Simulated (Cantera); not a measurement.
# Low-pressure radical oxidation in H2/O2

An isothermal, constant-pressure homogeneous reactor starts with 14.5 % H2, 85.5 % O2, equivalence ratio 0.085, at 950 K and 2670 Pa.

Cantera simulation using the H2/O2 subset of GRI-Mech 3.0, which has no nitrogen chemistry; the numbers are that mechanism's predictions, not measurements. Radical loss at walls, strong at low pressure, is not modelled. The temperature is held fixed by assumption; the heat of reaction is taken as removed at once.

| t (s) | x H2 | x O2 | x H2O | x OH | x H |
|---|---|---|---|---|---|
| 0.000200 | 0.145 | 0.855 | 1.25e-10 | 3.18e-11 | 1.55e-10 |
| 0.000422 | 0.145 | 0.855 | 1.28e-9 | 2.05e-10 | 9.15e-10 |
| 0.000892 | 0.145 | 0.855 | 4.82e-8 | 6.58e-9 | 2.89e-8 |
| 0.00188 | 0.145 | 0.855 | 6.71e-5 | 9.08e-6 | 3.97e-5 |
| 0.00397 | 0.0151 | 0.817 | 0.119 | 0.00406 | 0.0288 |
| 0.00839 | 0.00171 | 0.841 | 0.154 | 0.000844 | 0.000759 |
| 0.0177 | 0.000414 | 0.843 | 0.156 | 0.000250 | 3.90e-5 |
| 0.0374 | 0.000125 | 0.843 | 0.156 | 0.000115 | 4.37e-6 |
| 0.0790 | 3.66e-5 | 0.843 | 0.157 | 6.06e-5 | 6.33e-7 |
| 0.167 | 9.21e-6 | 0.843 | 0.157 | 3.34e-5 | 9.74e-8 |
| 0.352 | 1.93e-6 | 0.843 | 0.157 | 1.87e-5 | 1.56e-8 |
| 0.744 | 3.33e-7 | 0.843 | 0.157 | 1.07e-5 | 2.78e-9 |
| 1.57 | 5.43e-8 | 0.843 | 0.157 | 6.42e-6 | 5.83e-10 |
| 3.32 | 1.23e-8 | 0.843 | 0.157 | 4.02e-6 | 1.43e-10 |
| 7.00 | 4.26e-9 | 0.843 | 0.157 | 2.61e-6 | 3.92e-11 |
x: mole fraction; the columns are a selection and need not sum to one.

Equilibrium at this temperature and pressure: H2 1.92e-11, O2 0.843, H2O 0.157, OH 1.81e-7, H <1e-12 (gas phase only).
